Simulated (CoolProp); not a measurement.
Vapour-liquid equilibrium of toluene (1) + p-xylene (2) at 367.4 K; x and y are mole fractions of (1).

The numbers come from the multi-fluid Helmholtz-energy mixture model, Lemmon 2006 and Zhou 2012; pair parameters Bell 2016 in CoolProp.

```json
[
 {"x": "0.05", "bubble pressure, mixture model (kPa)": "28.15", "bubble pressure, Raoult's law (kPa)": "28.14", "y, mixture model": "0.110", "y, Raoult's law": "0.110"},
 {"x": "0.125", "bubble pressure, mixture model (kPa)": "(withheld)", "bubble pressure, Raoult's law (kPa)": "30.82", "y, mixture model": "0.251", "y, Raoult's law": "0.252"},
 {"x": "0.2", "bubble pressure, mixture model (kPa)": "33.61", "bubble pressure, Raoult's law (kPa)": "33.51", "y, mixture model": "0.370", "y, Raoult's law": "0.371"},
 {"x": "0.275", "bubble pressure, mixture model (kPa)": "36.35", "bubble pressure, Raoult's law (kPa)": "36.20", "y, mixture model": "0.471", "y, Raoult's law": "0.472"},
 {"x": "0.35", "bubble pressure, mixture model (kPa)": "39.09", "bubble pressure, Raoult's law (kPa)": "38.88", "y, mixture model": "0.558", "y, Raoult's law": "0.560"},
 {"x": "0.425", "bubble pressure, mixture model (kPa)": "41.81", "bubble pressure, Raoult's law (kPa)": "41.57", "y, mixture model": "0.634", "y, Raoult's law": "0.636"},
 {"x": "0.5", "bubble pressure, mixture model (kPa)": "44.52", "bubble pressure, Raoult's law (kPa)": "44.26", "y, mixture model": "0.700", "y, Raoult's law": "0.702"},
 {"x": "0.575", "bubble pressure, mixture model (kPa)": "47.21", "bubble pressure, Raoult's law (kPa)": "46.94", "y, mixture model": "0.758", "y, Raoult's law": "0.761"},
 {"x": "0.65", "bubble pressure, mixture model (kPa)": "49.88", "bubble pressure, Raoult's law (kPa)": "49.63", "y, mixture model": "0.811", "y, Raoult's law": "0.814"},
 {"x": "0.725", "bubble pressure, mixture model (kPa)": "52.53", "bubble pressure, Raoult's law (kPa)": "52.32", "y, mixture model": "0.858", "y, Raoult's law": "0.862"},
 {"x": "0.8", "bubble pressure, mixture model (kPa)": "55.17", "bubble pressure, Raoult's law (kPa)": "55.00", "y, mixture model": "0.901", "y, Raoult's law": "0.904"},
 {"x": "0.875", "bubble pressure, mixture model (kPa)": "(withheld)", "bubble pressure, Raoult's law (kPa)": "57.69", "y, mixture model": "(withheld)", "y, Raoult's law": "0.943"},
 {"x": "0.95", "bubble pressure, mixture model (kPa)": "60.42", "bubble pressure, Raoult's law (kPa)": "60.37", "y, mixture model": "0.977", "y, Raoult's law": "0.978"}
]
```

Problem. Some entries are withheld; supply them.

Solution. 
- 0.125, bubble pressure, mixture model (kPa): 30.87
- 0.875, bubble pressure, mixture model (kPa): 57.79
- 0.875, y, mixture model: 0.940

The largest gap from Raoult's law is +0.6 % in bubble pressure, at x = 0.5. No azeotrope shows between x = 0.05 and 0.95.

Pair parameters are fitted to limited data, so mixtures are less certain than the pure fluids.
